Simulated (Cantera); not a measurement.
Charge: 1 mol Si₂Cl₆, a varied amount of NH₃, 37 mol N₂, held at 898.15 K and 17.0 mbar.

Method: chemical equilibrium by Gibbs-energy minimisation in Cantera with the NASA 1993 tables (ideal gas, pure condensed phases). Candidate condensed phases: NH₄Cl, Si, Si₃N₄; 28 gas species. The feed counts by its element totals alone. Equilibrium is a limit: real reactors are often held back by kinetics, nucleation or transport.

### Question
What share of the Si ends up in condensed phases as a function of n(NH₃) (mol), at 0.17, 0.3, 0.53, 0.95, 1.7, 3, 5.3, 9.3?

### Answer
```json
[
 {"n(NH₃) (mol)": "0.17", "Si condensed (%)": "31.1", "as": "Si₃N₄(s)"},
 {"n(NH₃) (mol)": "0.3", "Si condensed (%)": "35.4", "as": "Si₃N₄(s)"},
 {"n(NH₃) (mol)": "0.53", "Si condensed (%)": "42.3", "as": "Si₃N₄(s)"},
 {"n(NH₃) (mol)": "0.95", "Si condensed (%)": "53.2", "as": "Si₃N₄(s)"},
 {"n(NH₃) (mol)": "1.7", "Si condensed (%)": "67.9", "as": "Si₃N₄(s)"},
 {"n(NH₃) (mol)": "3", "Si condensed (%)": "83.7", "as": "Si₃N₄(s)"},
 {"n(NH₃) (mol)": "5.3", "Si condensed (%)": "94.7", "as": "Si₃N₄(s)"},
 {"n(NH₃) (mol)": "9.3", "Si condensed (%)": "98.6", "as": "Si₃N₄(s)"}
]
```
